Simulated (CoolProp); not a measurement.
Ethanol along the isotherm 620 K: fugacity coefficient from the reference equation and from simpler models built on Tc = 514.7 K, pc = 6268 kPa, ω = 0.644; each cubic takes its own stable root.

Model: reference Helmholtz-energy equation of state, Schroeder 2014, in CoolProp.

```
p (kPa)          phase  reference
-------  -------------  ---------
99.1               gas     0.9981
145                gas     0.9972
214                gas     0.9959
313                gas     0.9939
460                gas     0.9911
675                gas     0.9870
991                gas     0.9809
1450               gas     0.9721
2140               gas     0.9589
3130               gas     0.9402
4600               gas     0.9125
6750     supercritical     0.8722
9910     supercritical     0.8129
14500    supercritical     0.7277
21400    supercritical     0.6220
31300    supercritical     0.5370
```

Problem. How far does each simpler model (Redlich-Kwong, Peng-Robinson) lie from the reference over these 16 states: mean and median of the absolute difference, and the worst?

Solution. 
- Redlich-Kwong: mean 5.0 %, median 2.2 %, worst -15.5 % at 620 K and 21400 kPa
- Peng-Robinson: mean 2.1 %, median 1.4 %, worst -6.2 % at 620 K and 9910 kPa
